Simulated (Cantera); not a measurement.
What does this Cantera script print?

```python
import numpy as np
import cantera as ct

gas_names = """
    H HO2 H2 H2O H2O2 H2S H2SO4 K KH KO KOH K2 K2O2H2 K2SO4 O OH O2 O3 S SH SO SO2 SO3 S2 S2O S8
""".split()
cond_names = """
    H2O(s) H2O(L) H2SO4(L) K(cr) K(L) KOH(a) KOH(b) KOH(L) KO2(s) K2O(s) K2O2(s) K2S(1) K2S(2) K2S(3)
    K2S(L) K2SO4(a) K2SO4(b) K2SO4(L) S(cr1) S(cr2) S(L)
""".split()


# ... load() reads the species with a 1 bar reference pressure and builds the phases ...
atoms = {
    'K2SO4': {'K': 2, 'S': 1, 'O': 4},
    'O2': {'O': 2},
    'H2': {'H': 2},
}
top_T = {'KO2(s)': 780, 'K2O(s)': 1000, 'K2O2(s)': 760}  # K; cautious upper limits of use, not melting points


# ... equilibrate(T, P, feed) seeds the gas with the atoms and calls Mixture.equilibrate('TP', solver="vcs", rtol=1e-11, max_steps=5000) ...
results = []
feed = {'K2SO4': 1, 'O2': 0.04, 'H2': 1.3}  # mol
T = 1300  # K
for P in [10, 100, 1000, 10000, 100000, 1000000]:
    mix = equilibrate(T, P, feed)
    results.append((T, P, feed, dict(zip(mix.species_names, mix.species_moles))))
    x = sorted(zip(gas.X, gas.species_names), reverse=True)
    print(f"T = {T:g} K  P = {P:g} Pa  gas = {mix.phase_moles(0):.4g} mol")
    print("   x: " + "  ".join(f"{s} {v:.3e}" for v, s in x if v > 1e-06))
    print("   condensed (mol): " + ("  ".join(f"{mix.phase(i).name} {mix.phase_moles(i):.4g}"
          for i in range(1, mix.n_phases) if mix.phase_moles(i) > 1e-12) or "none"))
```

It prints:

```
T = 1300 K  P = 10 Pa  gas = 3.507 mol
   x: H2O 2.674e-01  K 2.444e-01  SO2 2.239e-01  KOH 2.036e-01  K2SO4 5.907e-02  H2 1.518e-03  SO 1.239e-04  OH 9.913e-06  H 4.310e-06  O2 2.337e-06  K2O2H2 2.196e-06  KO 1.034e-06
   condensed (mol): K2SO4(b) 0.007214
T = 1300 K  P = 100 Pa  gas = 2.479 mol
   x: H2O 3.929e-01  K 2.318e-01  KOH 1.553e-01  SO2 1.283e-01  H2 5.063e-02  S2 2.995e-02  K2SO4 5.907e-03  H2S 3.077e-03  SO 1.611e-03  SH 2.523e-04  S2O 2.402e-04  S 1.534e-05  K2O2H2 1.278e-05  H 7.872e-06  KH 2.253e-06  K2 1.209e-06
   condensed (mol): K2SO4(b) 0.5055
T = 1300 K  P = 1000 Pa  gas = 1.423 mol
   x: H2O 7.474e-01  H2 1.185e-01  KOH 6.915e-02  K 2.624e-02  SO2 1.515e-02  H2S 1.287e-02  S2 9.564e-03  K2SO4 5.907e-04  SO 2.341e-04  SH 2.181e-04  S2O 6.237e-05  K2O2H2 2.533e-05  H 3.808e-06  S 2.741e-06  KH 1.234e-06
   condensed (mol): K2S(L) 0.2135  K2SO4(b) 0.7177
T = 1300 K  P = 10000 Pa  gas = 1.323 mol
   x: H2O 8.269e-01  H2 1.311e-01  KOH 2.546e-02  H2S 1.162e-02  K 2.905e-03  SO2 1.236e-03  S2 6.371e-04  SH 5.920e-05  K2SO4 5.907e-05  K2O2H2 3.434e-05  SO 1.910e-05  S2O 4.154e-06  H 1.267e-06
   condensed (mol): K2S(L) 0.244  K2SO4(b) 0.7371
T = 1300 K  P = 100000 Pa  gas = 1.308 mol
   x: H2O 8.476e-01  H2 1.344e-01  KOH 1.154e-02  H2S 5.942e-03  K 4.112e-04  K2O2H2 7.055e-05  SO2 6.167e-05  S2 1.586e-05  SH 9.457e-06  K2SO4 5.907e-06
   condensed (mol): K2S(L) 0.2532  K2SO4(b) 0.7389
T = 1300 K  P = 1e+06 Pa  gas = 1.304 mol
   x: H2O 8.559e-01  H2 1.357e-01  KOH 5.330e-03  H2S 2.840e-03  K2O2H2 1.505e-04  K 5.977e-05  SO2 2.919e-06  SH 1.423e-06
   condensed (mol): K2S(L) 0.2571  K2SO4(b) 0.7392
```

Equilibrium computed with Cantera from the NASA thermochemical tables; the gas is ideal and each condensed phase is pure. Mutual solubility and eutectic melting of coexisting phases are not modelled.
